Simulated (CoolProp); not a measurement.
Vapour-liquid equilibrium of carbon dioxide (1) + R123 (2) at -39.85 °C; x and y are mole fractions of (1).

The numbers come from the multi-fluid Helmholtz-energy mixture model, Span 1996 and Younglove 1994; pair parameters Bell 2016 in CoolProp.

Task: Give the bubble pressure and the first vapour's composition at x = 0.05, 0.725, 0.875. Is there an azeotrope?

Result: x = 0.05: 0.4165 bar, y = 0.916; x = 0.725: 6.653 bar, y = 0.998; x = 0.875: 8.563 bar, y = 0.999. No azeotrope shows between x = 0.05 and 0.95.

The pair parameters rest on a limited set of measurements; away from them the model extrapolates.
